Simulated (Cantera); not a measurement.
A perfectly stirred reactor is fed with CH4 : CO2 = 1 : 0.43 (molar parts), at 5.00 bar; it is held at 1750 K, and followed from long to short residence time.

Computed with Cantera and GRI-Mech 3.0 (53 species, 325 reactions). GRI-Mech 3.0 stops at C3 and has no aromatics, soot or wall deposition, so with more carbon than oxygen in the feed, carbon stays in small species such as C2H2 where larger ones or solid carbon would form.

Task: Predict: x(CH4) at τ = 11.0 s; x(CO2) at τ = 11.0 s; x(C2H6) at τ = 11.0 s; x(C2H) at τ = 11.0 s; x(CH4) at τ = 59.0 ms; x(CO2) at τ = 59.0 ms; x(C2H6) at τ = 59.0 ms; x(C2H) at τ = 59.0 ms.

Result: 
```
Item                      Result
----------------------  --------
x(CH4) at τ = 11.0 s      0.0482
x(CO2) at τ = 11.0 s    0.000608
x(C2H6) at τ = 11.0 s    3.29e-5
x(C2H) at τ = 11.0 s     7.59e-8
x(CH4) at τ = 59.0 ms     0.0898
x(CO2) at τ = 59.0 ms     0.0277
x(C2H6) at τ = 59.0 ms   9.52e-5
x(C2H) at τ = 59.0 ms    1.45e-7
```
